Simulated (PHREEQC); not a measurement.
A column of 0.1 m (40 cells, dispersivity 0.0035 m, 300 s a shift, diffusion coefficient 3e-10 m²/s) holds 0.1 eq of the database's cation exchanger X per kg of pore water, first in equilibrium with 81 mmol/kgw Na2SO4, 54 mmol/kgw LiCl, 17 mmol/kgw NaCl and 0.01 mmol/kgw HCl. It is flushed with 22 mmol/kgw Na2SO4, 0.5 mmol/kgw CdCl2 and 0.01 mmol/kgw HCl, at 25 °C. Values are for the last cell. CO2 from the air is kept out. No solid was allowed to form.

Computed with PHREEQC (ion-association model, phreeqc.dat).

```
pore volumes  Li in solution (mol/kgw)  Cl in solution (mol/kgw)  Na in solution (mol/kgw)  S in solution (mol/kgw)  CdX2 on the exchanger (mol/kgw)  LiX on the exchanger (mol/kgw)
------------  ------------------------  ------------------------  ------------------------  -----------------------  -------------------------------  ------------------------------
0                               0.0540                    0.0710                     0.179                   0.0810                                0                          0.0202
0.4625                          0.0539                    0.0709                     0.179                   0.0809                                0                          0.0202
0.6875                          0.0498                    0.0642                     0.165                   0.0753                         5.83e-12                          0.0202
1.137                           0.0219                    0.0197                    0.0734                   0.0378                         5.53e-11                          0.0200
1.587                           0.0112                   0.00305                    0.0392                   0.0237                         6.73e-11                          0.0193
2.038                          0.00913                   0.00115                    0.0362                   0.0221                         7.33e-11                          0.0174
2.263                          0.00820                   0.00104                    0.0369                   0.0220                         7.63e-11                          0.0157
2.712                          0.00595                   0.00101                    0.0391                   0.0220                         8.30e-11                          0.0113
3.163                          0.00374                   0.00101                    0.0413                   0.0220                         9.05e-11                         0.00704
3.612                          0.00210                   0.00101                    0.0429                   0.0220                         9.91e-11                         0.00392
3.837                          0.00152                   0.00101                    0.0435                   0.0220                         1.04e-10                         0.00284
4.287                         0.000758                   0.00101                    0.0442                   0.0220                         1.14e-10                         0.00141
4.737                         0.000359                   0.00101                    0.0446                   0.0220                         1.25e-10                        0.000667
4.963                         0.000243                   0.00101                    0.0448                   0.0220                         1.32e-10                        0.000452
5.412                         0.000109                   0.00101                    0.0449                   0.0220                         1.45e-10                        0.000203
5.862                          4.79e-5                   0.00101                    0.0450                   0.0220                         1.61e-10                         8.89e-5
6.312                          2.05e-5                   0.00101                    0.0450                   0.0220                         1.78e-10                         3.82e-5
6.537                          1.34e-5                   0.00101                    0.0450                   0.0220                         1.87e-10                         2.48e-5
6.987                          5.61e-6                   0.00101                    0.0450                   0.0220                         2.07e-10                         1.04e-5
```
